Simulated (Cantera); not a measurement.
A diamond (100) surface in a fixed gas of H2 with x(CH4) = 0.0039, x(H) = 0.001, x(CH3) = 0.00032, at 1173 K; coverages are run to steady state.

Detailed kinetics in Cantera: the Harris–Goodwin 1993 mechanism for the reconstructed diamond (100) surface.

θ: site fractions in the mechanism's names (c6HH fully hydrogenated, c6H* and c6*H radical sites, c6** diradical, c6HM methylated).

```tsv
P (Pa)	growth (µm/h)	θ c6HH	θ c6H*	θ c6*H	θ c6**	θ c6HM
350	?	0.477	0.0345	0.466	0.0197	0.000678
660	?	0.476	0.0344	0.465	0.0197	0.00128
1200	?	0.475	0.0344	0.464	0.0196	0.00230
2300	?	0.474	0.0342	0.463	0.0195	0.00429
4400	?	0.472	0.0340	0.460	0.0194	0.00779
8300	?	0.467	0.0337	0.456	0.0192	0.0134
16000	?	0.461	0.0332	0.449	0.0189	0.0219
29000	?	0.454	0.0327	0.441	0.0186	0.0317
```

### Question
Fill in the missing entries.

### Answer

- 350, growth (µm/h): 0.0557
- 660, growth (µm/h): 0.121
- 1200, growth (µm/h): 0.263
- 2300, growth (µm/h): 0.657
- 4400, growth (µm/h): 1.77
- 8300, growth (µm/h): 4.87
- 16000, growth (µm/h): 13.9
- 29000, growth (µm/h): 34.5
